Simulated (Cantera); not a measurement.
Input (Python, Cantera):

```python
import numpy as np
import cantera as ct

gas = ct.Solution("h2o2.yaml")
gas.TPX = 1050, 1333, {'H2': 0.039, 'O2': 1, 'H2O': 0.0074}
reactor = ct.IdealGasConstPressureReactor(gas, energy="off", clone=False)
net = ct.ReactorNet([reactor])
net.rtol, net.atol = 1e-08, 1e-18
show = ['H2', 'O2', 'O', 'OH', 'H2O2']
times = np.geomspace(0.0002, 10, 12)

steps = ct.SolutionArray(gas, extra=["t"])
rows = []
print(f"{'t/s':>10s}{'T/K':>9s}{'P/Pa':>11s}" + "".join(f"{s:>11s}" for s in show))
for t in times:
    while net.time < t:
        t_next = net.step()
        steps.append(gas.state, t=t_next)
    rows.append([np.interp(t, steps.t, y) for y in (steps.T, steps.P, *steps(*show).X.T)])
    print(f"{t:10.3e}{rows[-1][0]:9.1f}{rows[-1][1]:11.4g}" + "".join(f"{x:11.3e}" for x in rows[-1][2:]))
rate = np.gradient(steps.T, steps.t)
print("integrator steps:", len(steps.t))
if steps.T.max() > steps.T[0] + 200:
    print(f"time of steepest temperature rise: {steps.t[rate.argmax()]:.4e} s")
gas.TPX = 1050, 1333, {'H2': 0.039, 'O2': 1, 'H2O': 0.0074}
gas.equilibrate("TP")
print(f"equilibrium (TP): T = {gas.T:.1f} K  " + "  ".join(f"{s} {gas[s].X[0]:.3e}" for s in show))
```

It prints:

```
       t/s      T/K       P/Pa         H2         O2          O         OH       H2O2
 2.000e-04   1050.0       1333  3.727e-02  9.557e-01  1.658e-10  1.220e-10  1.753e-14
 5.348e-04   1050.0       1333  3.727e-02  9.557e-01  1.124e-09  6.618e-10  1.261e-13
 1.430e-03   1050.0       1333  3.727e-02  9.557e-01  2.495e-08  1.340e-08  9.561e-13
 3.824e-03   1050.0       1333  3.718e-02  9.556e-01  4.669e-05  2.492e-05  1.759e-10
 1.023e-02   1050.0       1333  9.090e-04  9.335e-01  1.798e-02  1.856e-03  1.068e-07
 2.735e-02   1050.0       1333  3.204e-04  9.439e-01  9.701e-03  1.133e-03  8.408e-08
 7.313e-02   1050.0       1333  9.042e-05  9.517e-01  2.771e-03  5.908e-04  8.092e-08
 1.956e-01   1050.0       1333  1.578e-05  9.542e-01  4.980e-04  2.482e-04  6.212e-08
 5.230e-01   1050.0       1333  2.409e-06  9.547e-01  7.960e-05  9.957e-05  3.489e-08
 1.398e+00   1050.0       1333  4.155e-07  9.548e-01  1.441e-05  4.255e-05  1.544e-08
 3.740e+00   1050.0       1333  8.828e-08  9.548e-01  3.199e-06  2.007e-05  6.076e-09
 1.000e+01   1050.0       1333  2.270e-08  9.548e-01  8.498e-07  1.034e-05  2.293e-09
integrator steps: 1720
equilibrium (TP): T = 1050.0 K  H2 1.458e-10  O2 9.548e-01  O 5.697e-09  OH 8.451e-07  H2O2 2.642e-11
```

Computed with Cantera and the H2/O2 subset of GRI-Mech 3.0, which has no nitrogen chemistry. Radical loss at walls, strong at low pressure, is not modelled. The temperature is held fixed by assumption; the heat of reaction is taken as removed at once.
